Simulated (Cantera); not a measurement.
A Cantera script and what it prints.

```python
import numpy as np
import cantera as ct

gas_names = """
    H HO2 H2 H2O H2O2 O OH O2 O3 Si SiH SiH2 SiH3 SiH4 SiO SiO2 Si2 Si3
""".split()
cond_names = """
    H2O(s) H2O(L) Si(cr) Si(L) SiO2(Lqz) SiO2(hqz) SiO2(L)
""".split()


# ... load() reads the species with a 1 bar reference pressure and builds the phases ...
atoms = {
    'Si': {'Si': 1},
    'H2O': {'H': 2, 'O': 1},
    'H2': {'H': 2},
}
top_T = {}  # K; cautious upper limits of use, not melting points


# ... equilibrate(T, P, feed) seeds the gas with the atoms and calls Mixture.equilibrate('TP', solver="vcs", rtol=1e-11, max_steps=5000) ...
results = []
feed = {'Si': 1, 'H2O': 9.4, 'H2': 26}  # mol
T = 1325  # K
P = 1000000  # Pa
mix = equilibrate(T, P, feed)
results.append((T, P, feed, dict(zip(mix.species_names, mix.species_moles))))
x = sorted(zip(gas.X, gas.species_names), reverse=True)
print(f"T = {T:g} K  P = {P:g} Pa  gas = {mix.phase_moles(0):.4g} mol")
print("   x: " + "  ".join(f"{s} {v:.3e}" for v, s in x if v > 0.0001))
print("   condensed (mol): " + ("  ".join(f"{mix.phase(i).name} {mix.phase_moles(i):.4g}"
      for i in range(1, mix.n_phases) if mix.phase_moles(i) > 1e-12) or "none"))
```

Result:

```
T = 1325 K  P = 1e+06 Pa  gas = 35.4 mol
   x: H2 7.910e-01  H2O 2.090e-01
   condensed (mol): SiO2(hqz) 1
```

These are equilibrium values from Cantera (NASA tables, ideal gas, pure condensed phases), not measurements of a reactor. The tables hold silica as quartz up to 1696 K and as liquid above; real silica turns to tridymite and cristobalite and melts near 1996 K. Gases not in the tables: Si(OH)4.
